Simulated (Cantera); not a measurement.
Charge: 1 mol CaCl2, 3.3 mol H2O, 95 mol N2, equilibrated at 1450 K and 520 Pa.

Cantera equilibrium calculation (NASA polynomials, part measured and part estimated; ideal gas, pure solids and liquids). Candidate condensed phases: Ca, CaCl2, CaO, Ca(OH)2, H2O, NH4Cl; 36 gas species. Condensed phases not in the tables: oxide chlorides. Kinetics and transport are ignored.

Base state: N2 0.957, H2O 0.0249, HCl 0.0164, CaCl2 0.00178, Cl 0.000167, H2 0.000111 (mole fractions); condensed: CaO(s).

Task: What changes in the equilibrium state with this change: H2O from 3.3 to 0.18 mol?

Result: 
```
species        before     after
-----------  --------  --------
N2              0.957     0.988
CaCl2         0.00178   0.00873
HCl            0.0164   0.00328
H2O            0.0249  0.000202
H2           0.000111   3.12e-5
Cl           0.000167   6.26e-5
CaO(s), mol     0.824     0.161
```
